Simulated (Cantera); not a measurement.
Thermodynamics of aluminium and copper etching, feed Al + HCl + N₂

Feed: 1 mol Al, 3.7 mol HCl, 22 mol N₂, held at 12.0 mbar.

Equilibrium computed with Cantera from the NASA thermochemical tables; the gas is ideal and each condensed phase is pure. Candidate condensed phases: Al, AlCl₃, AlN, NH₄Cl; 20 gas species. The tables' values for AlCl₂ are old estimates; treat these amounts as uncertain. Equilibrium is a limit: real reactors are often held back by kinetics, nucleation or transport.

From 300 °C to 1100 °C the condensed part is AlN(s). At 1200 °C nothing is condensed. The main Al-bearing gas is Al₂Cl₆ at 300 °C and AlCl₃ at 1200 °C. The share of Al in condensed phases is highest at 400 °C (12.4 %) and lowest at 1200 °C (0.0 %).

```tsv
T (°C)	log p N₂	log p H₂	log p HCl	log p AlCl₃	log p Al₂Cl₆	log p AlCl₂	log p AlCl	n AlN(s)
300	-1.98	-3.18	-3.34	-3.76	-3.88	<-13	<-13	0.0868
400	-1.98	-3.20	-3.29	-3.41	-4.83	-13.23	<-13	0.124
500	-1.98	-3.19	-3.32	-3.37	-5.95	-11.06	<-13	0.103
600	-1.98	-3.18	-3.35	-3.36	-6.84	-9.41	-12.77	0.0820
700	-1.98	-3.18	-3.37	-3.35	-7.54	-8.10	-10.61	0.0658
800	-1.98	-3.17	-3.39	-3.35	-8.10	-7.04	-8.86	0.0530
900	-1.98	-3.17	-3.40	-3.34	-8.56	-6.17	-7.41	0.0422
1000	-1.98	-3.16	-3.42	-3.34	-8.95	-5.43	-6.20	0.0306
1100	-1.98	-3.16	-3.43	-3.35	-9.29	-4.81	-5.16	0.00537
1200	-1.98	-3.18	-3.36	-3.39	-9.66	-4.42	-4.50	0
```
log p: log10 of the partial pressure in bar; n: condensed amount in mol.
